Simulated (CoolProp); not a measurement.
A single-stage vapour-compression cycle with n-perfluorobutane: evaporating at 324.15 K (dew point), condensing at 352.15 K (bubble point), superheat 10 K, subcooling 0 K, compressor efficiency 0.7, no pressure losses. Each further row changes one setting.

Computed with CoolProp (reference Helmholtz-energy equation of state, Gao 2022).

```
case                              cooling COP  pressure ratio  discharge temperature (K)  refrigerating effect (kJ/kg)  volumetric capacity (kJ/m³)
--------------------------------  -----------  --------------  -------------------------  ----------------------------  ---------------------------
as stated                                5.73            1.98                      352.1                          51.9                         2990
evaporating temperature 329.15 K         7.55            1.74                      353.6                          55.7                         3670
condensing temperature 347.15 K          7.61            1.77                      348.3                          58.4                         3360
subcooling 5 K                           6.45            1.98                      352.1                          58.4                         3360
superheat 20 K                           6.36            1.98                      361.1                          61.4                         3370
compressor efficiency 0.6                4.91            1.98                      353.0                          51.9                         2990
```

The compression ends wet for: as stated; subcooling 5 K.
